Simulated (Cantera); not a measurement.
An adiabatic, constant-pressure homogeneous reactor starts with 50.2 % H2, 10.4 % O2, 39.3 % N2, equivalence ratio 2.4, at 1798 K and 500000 Pa.

Cantera simulation using the H2/O2 subset of GRI-Mech 3.0, which has no nitrogen chemistry; the numbers are that mechanism's predictions, not measurements. The hydrogen kinetics of GRI-Mech 3.0 are dated; newer H2 mechanisms differ, most at raised pressure.

x: mole fraction; the columns are a selection and need not sum to one.

| t (s) | T (K) | x H2 | x O2 | x HO2 | x H2O | x OH | x O | x H |
|---|---|---|---|---|---|---|---|---|
| 1.00e-6 | 1815 | 0.480 | 0.0956 | 0.000108 | 0.0156 | 0.00113 | 0.000881 | 0.0134 |
| 2.43e-6 | … | … | … | … | 0.195 | … | … | … |
| 5.89e-6 | 2729 | 0.289 | 0.000567 | 1.39e-6 | 0.207 | 0.0128 | 0.00191 | 0.0679 |
| 1.43e-5 | 2920 | 0.303 | 0.000241 | 6.15e-7 | 0.216 | 0.00953 | 0.000835 | 0.0430 |
| 3.47e-5 | 2970 | 0.307 | 0.000173 | 4.34e-7 | 0.219 | 0.00839 | 0.000611 | 0.0364 |
| 8.43e-5 | 2972 | 0.307 | 0.000171 | 4.28e-7 | 0.219 | 0.00835 | 0.000604 | 0.0362 |
| 0.000205 | 2972 | 0.307 | 0.000171 | 4.28e-7 | 0.219 | 0.00835 | 0.000604 | 0.0362 |
| 0.000497 | 2972 | 0.307 | 0.000171 | 4.28e-7 | 0.219 | 0.00835 | 0.000604 | 0.0362 |
| 0.00121 | 2972 | 0.307 | 0.000171 | 4.28e-7 | 0.219 | 0.00835 | 0.000604 | 0.0362 |
| 0.00293 | 2972 | 0.307 | 0.000171 | 4.28e-7 | 0.219 | 0.00835 | 0.000604 | 0.0362 |
| 0.00711 | 2972 | 0.307 | 0.000171 | 4.28e-7 | 0.219 | 0.00835 | 0.000604 | 0.0362 |
| 0.0173 | 2972 | 0.307 | 0.000171 | 4.28e-7 | 0.219 | 0.00835 | 0.000604 | 0.0362 |
| 0.0419 | 2972 | 0.307 | 0.000171 | 4.28e-7 | 0.219 | 0.00835 | 0.000604 | 0.0362 |
| 0.102 | 2972 | 0.307 | 0.000171 | 4.28e-7 | 0.219 | 0.00835 | 0.000604 | 0.0362 |
| 0.247 | 2972 | 0.307 | 0.000171 | 4.28e-7 | 0.219 | 0.00835 | 0.000604 | 0.0362 |
| 0.600 | 2972 | 0.307 | 0.000171 | 4.28e-7 | 0.219 | 0.00835 | 0.000604 | 0.0362 |

**Question.** What belongs in the gaps?

**Answer.** 
- 2.43e-6, T (K): 2387
- 2.43e-6, x H2: 0.263
- 2.43e-6, x O2: 0.00135
- 2.43e-6, x HO2: 3.15e-6
- 2.43e-6, x OH: 0.0150
- 2.43e-6, x O: 0.00433
- 2.43e-6, x H: 0.113
